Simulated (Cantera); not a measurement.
A closed system holds: 1 mol SiH₄, 24 mol NH₃, 0.91 mol H₂, at 525 °C and 27.0 Pa.

Method: chemical equilibrium by Gibbs-energy minimisation in Cantera with the NASA 1993 tables (ideal gas, pure condensed phases). Candidate condensed phases: Si, Si₃N₄; 18 gas species. Kinetics and transport are ignored.

Task: What is the equilibrium state?

Result: 
* **x(H₂)**: 0.774
* **x(N₂)**: 0.226
* **n(Si₃N₄(s))**: 0.333 mol
* **gas amount**: 50.24 mol
* **log10 activity of Si(s) (absent)**: -7.67
